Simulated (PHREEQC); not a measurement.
A solution holds 0.0091 mol/kgw PbCl2 and 0.00074 mol/kgw KNO3, at 25 °C. Closed to the air; pH follows from the charge balance.

All values are PHREEQC results (ion-association model, phreeqc.dat), not measurements.

No solid was allowed to form.

### Question
Estimate the pH.

### Answer
pH 5.01.

### Question
In which forms is Pb present?

### Answer
Pb+2 73 %, PbCl+ 26 % of the Pb.
